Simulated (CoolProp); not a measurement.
Vapour-liquid equilibrium of m-xylene (1) + n-decane (2) at 8.61 bar; x and y are mole fractions of (1).

Values from CoolProp's multi-fluid Helmholtz-energy mixture model, Zhou 2012 and Lemmon 2006; pair parameters Bell 2016.

Task: Give the bubble temperature and the first vapour's composition at x = 0.35, 0.65, 0.95. Is there an azeotrope?

Result: x = 0.35: 538.9 K, y = 0.459; x = 0.65: 527.0 K, y = 0.750; x = 0.95: 516.4 K, y = 0.970. No azeotrope shows between x = 0.05 and 0.95.

Pair parameters are fitted to limited data, so mixtures are less certain than the pure fluids.
